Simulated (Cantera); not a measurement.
Feed: 1 mol Al2O3, 0.013 mol Cl2, a varied amount of O2, held at 1500 °C and 9800 Pa.

Method: chemical equilibrium by Gibbs-energy minimisation in Cantera with the NASA 1993 tables (ideal gas, pure condensed phases). Candidate condensed phases: Al, AlCl3, Al2O3; 17 gas species. Equilibrium is a limit: real reactors are often held back by kinetics, nucleation or transport.

Q: At 0.088 mol O2, list the 6 most abundant gas species with their mole fractions, and the condensed phases.

A: O2 0.799, Cl 0.165, Cl2 0.0348, ClO 0.000845, O 0.000268, AlCl3 0.000110. Condensed: Al2O3(s).
